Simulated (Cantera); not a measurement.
What does this Cantera script print?

```python
import numpy as np
import cantera as ct

gas = ct.Solution("h2o2.yaml")
gas.TPX = 1425, 930, {'H2': 0.025, 'O2': 1}
reactor = ct.IdealGasConstPressureReactor(gas, energy="off", clone=False)
net = ct.ReactorNet([reactor])
net.rtol, net.atol = 1e-08, 1e-18
show = ['H2', 'O2', 'HO2', 'H2O2', 'O', 'H2O']
times = np.geomspace(0.0001, 30, 15)

steps = ct.SolutionArray(gas, extra=["t"])
rows = []
print(f"{'t/s':>10s}{'T/K':>9s}{'P/Pa':>11s}" + "".join(f"{s:>11s}" for s in show))
for t in times:
    while net.time < t:
        t_next = net.step()
        steps.append(gas.state, t=t_next)
    rows.append([np.interp(t, steps.t, y) for y in (steps.T, steps.P, *steps(*show).X.T)])
    print(f"{t:10.3e}{rows[-1][0]:9.1f}{rows[-1][1]:11.4g}" + "".join(f"{x:11.3e}" for x in rows[-1][2:]))
rate = np.gradient(steps.T, steps.t)
print("integrator steps:", len(steps.t))
if steps.T.max() > steps.T[0] + 200:
    print(f"time of steepest temperature rise: {steps.t[rate.argmax()]:.4e} s")
gas.TPX = 1425, 930, {'H2': 0.025, 'O2': 1}
gas.equilibrate("TP")
print(f"equilibrium (TP): T = {gas.T:.1f} K  " + "  ".join(f"{s} {gas[s].X[0]:.3e}" for s in show))
```

Output:

```
       t/s      T/K       P/Pa         H2         O2        HO2       H2O2          O        H2O
 1.000e-04   1425.0        930  2.439e-02  9.756e-01  5.450e-08  1.961e-11  4.501e-08  1.193e-08
 2.462e-04   1425.0        930  2.439e-02  9.756e-01  1.341e-07  1.143e-10  1.989e-07  1.181e-07
 6.060e-04   1425.0        930  2.439e-02  9.756e-01  3.294e-07  6.306e-10  1.738e-06  1.775e-06
 1.492e-03   1425.0        930  2.412e-02  9.754e-01  7.929e-07  2.890e-09  1.579e-04  1.893e-04
 3.672e-03   1425.0        930  5.662e-04  9.537e-01  7.056e-07  2.151e-08  1.907e-02  2.095e-02
 9.039e-03   1425.0        930  2.167e-04  9.534e-01  6.213e-07  1.595e-08  1.988e-02  2.182e-02
 2.225e-02   1425.0        930  2.100e-04  9.541e-01  6.127e-07  1.581e-08  1.921e-02  2.190e-02
 5.477e-02   1425.0        930  1.946e-04  9.557e-01  5.923e-07  1.548e-08  1.770e-02  2.207e-02
 1.348e-01   1425.0        930  1.627e-04  9.590e-01  5.455e-07  1.468e-08  1.461e-02  2.243e-02
 3.319e-01   1425.0        930  1.098e-04  9.644e-01  4.497e-07  1.283e-08  9.658e-03  2.302e-02
 8.170e-01   1425.0        930  5.168e-05  9.701e-01  2.984e-07  9.451e-09  4.446e-03  2.369e-02
 2.011e+00   1425.0        930  1.624e-05  9.735e-01  1.460e-07  5.365e-09  1.374e-03  2.419e-02
 4.951e+00   1425.0        930  3.948e-06  9.748e-01  5.986e-08  2.350e-09  3.309e-04  2.446e-02
 1.219e+01   1425.0        930  9.319e-07  9.751e-01  3.699e-08  8.911e-10  7.778e-05  2.458e-02
 3.000e+01   1425.0        930  2.805e-07  9.752e-01  4.514e-08  3.997e-10  2.338e-05  2.463e-02
integrator steps: 1391
equilibrium (TP): T = 1425.0 K  H2 1.715e-07  O2 9.752e-01  HO2 5.389e-08  H2O2 3.089e-10  O 1.430e-05  H2O 2.464e-02
```

Computed with Cantera and the H2/O2 subset of GRI-Mech 3.0, which has no nitrogen chemistry. Radical loss at walls, strong at low pressure, is not modelled.
